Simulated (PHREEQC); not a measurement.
Solution (48 °C): 1.1 mmol/kgw CuSO4, 1.4 mmol/kgw HNO3 and 140 mmol/kgw KCl. Closed to the air; pH follows from the charge balance.

Equilibrium calculation in PHREEQC: ion-association model, wateq4f.dat.

Each row changes one thing in this solution. No solid was allowed to form.

```csv
case,pH,Cu+2 (mol/kgw),SO4-2 (mol/kgw),KSO4- (mol/kgw),CuCl+ (mol/kgw),HSO4- (mol/kgw),SI of Tenorite (CuO),SI of Chalcanthite (CuSO4:5H2O)
as made,2.97,0.000784,0.000720,0.000310,0.000288,5.53e-5,-4.46,-4.66
KCl from 0.14 to 0.014 mol/kgw,2.94,0.000972,[?],6.93e-5,6.09e-5,0.000109,-4.18,-3.99
diluted 5-fold with water,[?],0.000195,0.000186,2.72e-5,2.23e-5,4.59e-6,-3.56,-5.43
temperature from 48 to 5 °C,2.95,0.00103,0.000863,[?],4.98e-5,2.82e-5,-5.94,-4.25
KCl from 0.14 to 0.028 mol/kgw,2.95,0.000945,0.000838,0.000118,[?],9.51e-5,-4.23,-4.12
temperature from 48 to 75 °C,2.98,0.000532,0.000630,0.000370,0.000528,[?],-3.81,-5.01
```

Some entries are withheld; supply them.


- KCl from 0.14 to 0.014 mol/kgw, SO4-2 (mol/kgw): 0.000856
- diluted 5-fold with water, pH: 3.62
- temperature from 48 to 5 °C, KSO4- (mol/kgw): 0.000190
- KCl from 0.14 to 0.028 mol/kgw, CuCl+ (mol/kgw): 0.000105
- temperature from 48 to 75 °C, HSO4- (mol/kgw): 9.18e-5

At this temperature some constants are extrapolated from 25 °C, and those without enthalpy data are left unchanged.
